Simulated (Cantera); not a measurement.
A closed system holds: 1 mol Si, 0.58 mol Cl2, 3.1 mol H2, equilibrated at 0.300 bar.

Equilibrium computed with Cantera from the NASA thermochemical tables; the gas is ideal and each condensed phase is pure. Candidate condensed phases: Si; 19 gas species. Gases not in the tables: Si2H6 and higher silanes. Kinetics and transport are ignored.

Q: Which condensed phases are stable at each of these points (T (K)): 548, 648, 748, 848, 948, 1048, 1148, 1248, 1348, 1448, 1548, 1648, 1748?

A: 
```tsv
T (K)	condensed phases	Si condensed (%)
548	Si(s)	68.0
648	Si(s)	68.1
748	Si(s)	68.2
848	Si(s)	68.5
948	Si(s)	69.0
1048	Si(s)	69.9
1148	Si(s)	71.0
1248	Si(s)	71.9
1348	Si(s)	71.7
1448	Si(s)	70.3
1548	Si(s)	68.9
1648	Si(s)	67.9
1748	Si(l)	68.2
```

From 548 K to 1648 K the condensed part is Si(s). At 1748 K the condensed part is Si(l).
